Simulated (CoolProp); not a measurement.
Vapour-liquid equilibrium of n-hexane (1) + n-decane (2) at 0.502 MPa; x and y are mole fractions of (1).

Model: multi-fluid Helmholtz-energy mixture model, Thol 2019 and Lemmon 2006; pair parameters Kunz 2012, in CoolProp.

| x | bubble temperature (K) | y at the bubble point | dew temperature at overall composition x (K) | liquid density (mol/L) |
|---|---|---|---|---|
| 0.05 | 512.2 | 0.185 | 520.1 | 3.821 |
| 0.125 | 496.9 | 0.413 | 515.8 | 4.022 |
| 0.2 | 482.8 | (withheld) | 511.3 | (withheld) |
| 0.275 | 470.1 | 0.704 | 506.5 | (withheld) |
| 0.35 | 458.9 | 0.790 | 501.5 | 4.606 |
| 0.425 | (withheld) | 0.850 | 496.0 | 4.797 |
| 0.5 | 440.5 | 0.894 | 490.0 | 4.987 |
| 0.575 | (withheld) | 0.925 | 483.5 | (withheld) |
| 0.65 | 426.2 | 0.948 | 476.1 | 5.373 |
| 0.725 | 420.3 | 0.965 | 467.6 | 5.571 |
| 0.8 | 415.0 | 0.978 | 457.4 | 5.773 |
| 0.875 | 410.3 | 0.988 | 444.4 | (withheld) |
| 0.95 | 406.0 | 0.996 | 425.6 | 6.193 |

Problem. Complete the blanks.

Solution. 
- 0.2, y at the bubble point: 0.582
- 0.2, liquid density (mol/L): 4.220
- 0.275, liquid density (mol/L): 4.414
- 0.425, bubble temperature (K): 449.1
- 0.575, bubble temperature (K): 432.9
- 0.575, liquid density (mol/L): 5.179
- 0.875, liquid density (mol/L): 5.981

No azeotrope shows between x = 0.05 and 0.95.

Pair parameters are fitted to limited data, so mixtures are less certain than the pure fluids.
